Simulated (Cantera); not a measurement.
An adiabatic, constant-pressure homogeneous reactor starts with CH3OH : O2 : N2 = 1 : 3.66 : 13.8 (molar parts), at 1725 K and 0.681 atm.

Computed with Cantera and GRI-Mech 3.0 (53 species, 325 reactions). GRI-Mech 3.0 was tuned for natural gas; its chemistry of methanol as a main component is partial and can be far from experiment.

One state of this run: T (K) = 2452; x CH3OH = <1e-12; x O2 = 0.111; x NO = 0.000455; x H2O2 = 1.43e-7; x CH2 = <1e-12; x HCO = 1.03e-9; x HCN = 1.48e-12. x: mole fraction; the columns are a selection and need not sum to one.

Problem. Which value of t (s) does it belong to?
A) 0.0143
B) 0.700
C) 0.000775
D) 0.0379

Solution. C, 0.000775
